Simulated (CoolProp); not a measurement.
A simple Rankine cycle with water: condensing at 302.15 K, boiler at 8.03 MPa, turbine inlet 570.4 K, turbine efficiency 0.65, pump efficiency 0.7, no recuperator. Each further row changes one setting.

Computed with CoolProp (reference Helmholtz-energy equation of state, Wagner 2002).

| case | thermal efficiency (%) | net work (kJ/kg) | heat in (kJ/kg) | turbine exit temperature (K) | volume ratio over the turbine |
|---|---|---|---|---|---|
| as stated | 25.1 | 661 | 2640 | 302.1 | 1190 |
| turbine inlet 590.4 K | 25.3 | 691 | 2730 | 302.1 | 1100 |
| condensing temperature 294.15 K | 25.8 | 689 | 2670 | 294.1 | 1860 |
| boiler pressure 5.62 MPa | 24.5 | 676 | 2760 | 302.1 | 765 |
| turbine efficiency 0.55 | 21.1 | 558 | 2640 | 302.1 | 1250 |

The expansion ends wet for: as stated; turbine inlet 590.4 K; condensing temperature 294.15 K; boiler pressure 5.62 MPa; turbine efficiency 0.55.
